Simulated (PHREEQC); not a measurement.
BaCl2 is added in steps, without added water, to 1 kg of water holding 0.04 mol CuSO4, 0.002 mol HCl and 8.5e-05 mol Na2SO4, at 25 °C. Oxygen alone is held at its pressure in air (log pO2 = -0.68). No CO2 enters from the air. The run lets Barite, Halite precipitate or redissolve, and no other solid.

Base run: PHREEQC, ion-association model, phreeqc.dat. Each further column changes one thing. The table gives pH.

| BaCl2 added (mol) | base | database wateq4f.dat | all activity coefficients set to 1 | Debye-Hückel limiting law | metal-ligand complexes left out |
|---|---|---|---|---|---|
| 0 | 3.06 | 3.06 | 3.02 | 3.08 | 3.15 |
| 0.006 | 3.02 | 3.02 | 2.96 | 3.05 | 3.11 |
| 0.012 | 2.98 | 2.98 | 2.90 | 3.03 | 3.07 |
| 0.015 | 2.96 | 2.96 | 2.87 | 3.01 | 3.05 |
| 0.021 | 2.92 | 2.92 | 2.82 | 2.98 | 3.00 |
| 0.027 | 2.88 | 2.88 | 2.78 | 2.95 | 2.95 |
| 0.033 | 2.84 | 2.84 | 2.74 | 2.92 | 2.88 |
| 0.039 | 2.79 | 2.79 | 2.70 | 2.88 | 2.80 |
| 0.045 | 2.79 | 2.79 | 2.70 | 2.89 | 2.79 |
| 0.048 | 2.79 | 2.79 | 2.70 | 2.89 | 2.79 |
| 0.054 | 2.79 | 2.79 | 2.70 | 2.90 | 2.79 |
| 0.06 | 2.79 | 2.79 | 2.70 | 2.91 | 2.80 |

 phreeqc.dat and wateq4f.dat share most of their constants, so their agreement is no independent check. Solids allowed in the column 'database wateq4f.dat': Barite, Cu(OH)2, Brochantite, Antlerite, Atacamite, Halite, Mirabilite, Chalcanthite.
